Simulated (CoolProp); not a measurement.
Vapour-liquid equilibrium of ethanol (1) + isohexane (2) at 443.9 K; x and y are mole fractions of (1).

Values from CoolProp's multi-fluid Helmholtz-energy mixture model, Schroeder 2014 and Lemmon 2006; pair parameters Bell 2016.

Give the bubble pressure and the first vapour's composition at x = 0.05, 0.2, 0.35. Is there an azeotrope?

x = 0.05: 14.71 bar, y = 0.116; x = 0.2: 17.97 bar, y = 0.323; x = 0.35: 19.66 bar, y = 0.442. y crosses x between x = 0.5 and 0.65: the model has an azeotrope there.

Pair parameters are fitted to limited data, so mixtures are less certain than the pure fluids.
